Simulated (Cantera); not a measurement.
Source: NASA polynomial tables (part measured, part estimated), evaluated in Cantera. Values are per mole of reaction as written; species without (g) are pure solids or liquids, kept so even where they would boil at 1 bar. TaC: taken at fixed stoichiometry.

Between 300 and 1925 K, where is each reaction favourable under standard conditions?
- TaC + 3 O(g) ⇌ TaO2(g) + CO(g)


- TaC + 3 O(g) ⇌ TaO2(g) + CO(g): ΔG° is -900 kJ at 300 K and -770 kJ at 1925 K; it stays negative (K > 1). ΔH° is -957 kJ and ΔS° -98 J/K at 1925 K.
